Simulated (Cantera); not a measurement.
# BF3 + O2 + N2 (boron, boron nitride and boron oxide)

Charge: 1 mol BF3, 0.79 mol O2, 2.2 mol N2, equilibrated at 0.133 bar.

Cantera equilibrium calculation (NASA polynomials, part measured and part estimated; ideal gas, pure solids and liquids). Candidate condensed phases: B, BN, B2O3; 31 gas species. The numbers say what is thermodynamically allowed, not how fast it happens.

From 1027 °C to 1677 °C nothing is condensed. The main B-bearing gas is BF3 throughout.

```csv
T (°C),x N2,x BF3,x O2,x NO,x F,x BOF,x O,x BOF2
1027,0.551,0.251,0.198,0.000321,2.44e-6,9.05e-7,2.15e-7,6.33e-7
1077,0.551,0.251,0.198,0.000440,5.32e-6,2.12e-6,5.14e-7,1.08e-6
1127,0.551,0.251,0.198,0.000588,1.10e-5,4.61e-6,1.15e-6,1.78e-6
1177,0.551,0.251,0.198,0.000771,2.17e-5,9.47e-6,2.44e-6,2.81e-6
1227,0.551,0.251,0.197,0.000992,4.12e-5,1.84e-5,4.93e-6,4.30e-6
1277,0.551,0.251,0.197,0.00126,7.49e-5,3.43e-5,9.52e-6,6.40e-6
1327,0.551,0.251,0.197,0.00157,0.000131,6.11e-5,1.76e-5,9.27e-6
1377,0.550,0.250,0.197,0.00193,0.000223,0.000105,3.15e-5,1.31e-5
1427,0.550,0.250,0.197,0.00235,0.000368,0.000175,5.43e-5,1.82e-5
1477,0.550,0.250,0.196,0.00282,0.000589,0.000282,9.08e-5,2.47e-5
1527,0.549,0.250,0.196,0.00335,0.000919,0.000443,0.000147,3.30e-5
1577,0.549,0.250,0.195,0.00395,0.00140,0.000678,0.000233,4.33e-5
1627,0.548,0.249,0.195,0.00460,0.00209,0.00101,0.000360,5.61e-5
1677,0.547,0.248,0.194,0.00532,0.00305,0.00149,0.000544,7.15e-5
```
x: gas mole fraction; nothing condenses.
